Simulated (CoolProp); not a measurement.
o-xylene along the isotherm 620 K: density (kg/m³) from the reference equation and from simpler models built on Tc = 630.3 K, pc = 3.737 MPa, ω = 0.312; each cubic takes its own stable root.

Computed with CoolProp (reference Helmholtz-energy equation of state, Zhou 2012).

```tsv
p (MPa)	phase	reference
0.667	gas	14.83
1.33	gas	32.40
2	gas	54.93
2.67	gas	87.56
4	liquid	467.8
4.67	liquid	490.2
5.34	liquid	505.7
6.01	liquid	517.7
6.67	liquid	527.5
7.34	liquid	536.0
8.01	liquid	543.5
8.68	liquid	550.1
9.34	liquid	556.1
```

### Question
How far does each simpler model (Redlich-Kwong, Soave-Redlich-Kwong, Peng-Robinson) lie from the reference over these 13 states: mean and median of the absolute difference, and the worst?

### Answer
- Redlich-Kwong: mean 13.1 %, median 15.8 %, worst -22.3 % at 620 K and 4 MPa
- Soave-Redlich-Kwong: mean 12.3 %, median 15.1 %, worst -20.2 % at 620 K and 4 MPa
- Peng-Robinson: mean 5.1 %, median 5.4 %, worst -11.2 % at 620 K and 4 MPa
